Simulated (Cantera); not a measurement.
Mixture: CH₄ : C₂H₆ : O₂ : N₂ = 1 : 0.16 : 1.5 : 6.88 (molar parts), equivalence ratio 1.7, at 100000 Pa, adiabatic and at constant volume. Ignition delay is the time to a rise of 400 K.

Computed with Cantera and GRI-Mech 3.0 (53 species, 325 reactions).

Problem. Predict: delay at 1175 K; delay at 1225 K; delay at 1275 K; delay at 1325 K; delay at 1375 K; delay at 1425 K; delay at 1475 K; apparent activation energy between 1375 and 1475 K.

Solution. 
* **delay at 1175 K**: 5.67 ms
* **delay at 1225 K**: 3.16 ms
* **delay at 1275 K**: 1.88 ms
* **delay at 1325 K**: 1.16 ms
* **delay at 1375 K**: 0.727 ms
* **delay at 1425 K**: 0.462 ms
* **delay at 1475 K**: 0.298 ms
* **apparent activation energy between 1375 and 1475 K**: 150 kJ/mol
